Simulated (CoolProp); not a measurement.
The fluid at 279.68 K and 0.00484 MPa expands adiabatically to 0.00151 MPa with isentropic efficiency 0.7. The same conditions are run with several fluids, on thermodynamics alone (safety and materials aside).

Computed with CoolProp (reference Helmholtz-energy equation of state of each fluid (methanol: de Reuck 1993; R1233zd(E): Akasaka 2022; n-perfluorobutane: Gao 2022; carbonyl sulfide: Lemmon 2006)).

```csv
fluid,work (kJ/kg),final temperature (K),final phase,final density (kg/m³)
methanol,54.9,258.4,"two-phase, vapour fraction 0.978",0.0232
R1233zd(E),13.8,260.5,gas,[?]
n-perfluorobutane,7.76,270.3,gas,[?]
carbonyl sulfide,28.0,236.8,gas,[?]
```

**Question.** What belongs in the gaps?

**Answer.** 
- R1233zd(E), final density (kg/m³): 0.0910
- n-perfluorobutane, final density (kg/m³): 0.160
- carbonyl sulfide, final density (kg/m³): 0.0461
